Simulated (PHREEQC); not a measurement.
Nickel, zinc or cadmium bath: speciation

Make-up at 44 °C: 0.0083 mol/kgw NiSO4 and 0.0013 mol/kgw NiCl2. It is in equilibrium with CO2 at log p = -3.4 (atm). Otherwise closed; pH follows from the charge balance.

Model: ion-association model, wateq4f.dat, run in PHREEQC.

Each row changes one thing in this solution. This is a speciation only: nothing precipitates in the calculation.

| case | pH | ionic strength (mol/kgw) | Ni+2 (mol/kgw) | SO4-2 (mol/kgw) | NiSO4 (mol/kgw) | NiCl+ (mol/kgw) | SI of Morenosite (NiSO4:7H2O) |
|---|---|---|---|---|---|---|---|
| as made | 5.53 | 0.0268 | 0.00702 | 0.00575 | 0.00255 | 2.37e-5 | -2.72 |
| diluted 100-fold with water | 5.66 | 0.000367 | ___ | 8.15e-5 | 1.46e-6 | 5.63e-9 | -5.96 |
| 0.0002 mol/kgw Ca(OH)2 added | 6.69 | 0.0269 | 0.00688 | 0.00575 | 0.00250 | 2.32e-5 | ___ |
| temperature from 44 to 30 °C | 5.49 | 0.0273 | 0.00715 | 0.00587 | 0.00243 | 2.44e-5 | -2.60 |
| 0.016 mol/kgw LiOH added | 7.88 | 0.0270 | 0.00123 | 0.00745 | 0.000577 | 4.18e-6 | -3.36 |
| diluted 5-fold with water | 5.59 | 0.00637 | 0.00166 | 0.00140 | 0.000262 | 1.52e-6 | -3.71 |
| NiCl2 from 0.0013 to 0.00143 mol/kgw | 5.52 | 0.0272 | 0.00713 | 0.00573 | 0.00257 | ___ | -2.71 |
| temperature from 44 to 5 °C | 5.45 | 0.0284 | 0.00741 | 0.00614 | 0.00216 | 2.57e-5 | -2.36 |
| 0.00017 mol/kgw NaOH added | 6.48 | 0.0268 | 0.00696 | 0.00576 | 0.00253 | 2.35e-5 | -2.72 |

### Question
Complete the blanks.

### Answer

- diluted 100-fold with water, Ni+2 (mol/kgw): 9.45e-5
- 0.0002 mol/kgw Ca(OH)2 added, SI of Morenosite (NiSO4:7H2O): -2.73
- NiCl2 from 0.0013 to 0.00143 mol/kgw, NiCl+ (mol/kgw): 2.64e-5

In wateq4f.dat the enthalpy of Ni(OH)2 has the wrong sign, so its saturation index can't be trusted away from 25 °C. At this temperature some constants are extrapolated from 25 °C, and those without enthalpy data are left unchanged. The database's nickel carbonate constants are estimates that later reviews lower a good deal.
